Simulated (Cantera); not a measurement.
What does this Cantera script print?

```python
import numpy as np
import cantera as ct

gas = ct.Solution("h2o2.yaml")
gas.TPX = 448, 210000, {'H2': 1, 'O2': 0.263, 'N2': 0.989}
flame = ct.FreeFlame(gas, width=0.024)
flame.set_refine_criteria(ratio=3, slope=0.08, curve=0.16)
flame.transport_model = "mixture-averaged"
flame.solve(loglevel=0, auto=True)
z, T = flame.grid, flame.T
thick = (T[-1] - T[0]) / np.gradient(T, z).max()
show = ['H2', 'O2', 'HO2', 'H2O', 'H2O2', 'O']
print(f"laminar burning velocity  {flame.velocity[0] * 100:.3f} cm/s")
print(f"burnt temperature         {T[-1]:.1f} K")
print(f"thermal thickness         {thick * 1e3:.4f} mm")
print(f"grid points               {len(z)}")
z0 = z[flame.heat_release_rate.argmax()]
print(f"{'z/mm':>9s}{'T/K':>9s}{'u/(m/s)':>9s}" + "".join(f"{s:>11s}" for s in show))
rows = []
for k in (-3, -2, -1.5, -1, -0.5, -0.25, 0, 0.25, 0.5, 1, 2, 4, 8):
    zz = z0 + k * thick
    rows.append([k * thick, np.interp(zz, z, T), np.interp(zz, z, flame.velocity),
                 *(np.interp(zz, z, flame.X[gas.species_index(s)]) for s in show)])
    print(f"{rows[-1][0] * 1e3:9.3f}{rows[-1][1]:9.1f}{rows[-1][2]:9.3f}" + "".join(f"{x:11.3e}" for x in rows[-1][3:]))
```

Result:

```
laminar burning velocity  577.490 cm/s
burnt temperature         2201.1 K
thermal thickness         0.1498 mm
grid points               119
     z/mm      T/K  u/(m/s)         H2         O2        HO2        H2O       H2O2          O
   -0.449    448.0    5.775  4.440e-01  1.168e-01  1.239e-12  5.801e-12  2.269e-14  1.421e-13
   -0.300    448.0    5.775  4.440e-01  1.168e-01  2.587e-10  9.701e-10  5.179e-12  2.047e-11
   -0.225    448.0    5.775  4.440e-01  1.168e-01  3.117e-09  1.043e-08  6.438e-11  2.028e-10
   -0.150    448.2    5.776  4.439e-01  1.168e-01  3.154e-07  7.636e-07  6.831e-09  1.036e-08
   -0.075    484.2    6.177  4.370e-01  1.175e-01  3.413e-04  1.019e-03  1.349e-05  6.761e-06
   -0.037    780.9    9.655  3.998e-01  1.103e-01  3.929e-04  2.530e-02  5.798e-05  2.469e-04
    0.000   1204.1   14.466  3.213e-01  7.959e-02  1.572e-04  9.554e-02  9.851e-06  2.057e-03
    0.037   1499.4   17.845  2.428e-01  3.311e-02  5.936e-05  1.845e-01  2.167e-06  3.254e-03
    0.075   1646.0   19.503  2.089e-01  9.664e-03  1.674e-05  2.298e-01  1.164e-06  2.184e-03
    0.150   1771.3   20.847  2.022e-01  1.303e-03  2.223e-06  2.477e-01  6.391e-07  1.209e-03
    0.300   1886.4   22.028  2.096e-01  4.300e-04  7.898e-07  2.519e-01  3.500e-07  7.921e-04
    0.599   1990.8   23.068  2.175e-01  2.328e-04  4.491e-07  2.553e-01  1.804e-07  4.489e-04
    1.198   2075.5   23.890  2.240e-01  1.081e-04  2.271e-07  2.585e-01  8.871e-08  2.120e-04
```

Cantera simulation using the H2/O2 subset of GRI-Mech 3.0, which has no nitrogen chemistry; the numbers are that mechanism's predictions, not measurements. The hydrogen kinetics of GRI-Mech 3.0 are dated; newer H2 mechanisms differ, most at raised pressure. Burning velocities carry a grid error of a few per cent, more on coarse grids.
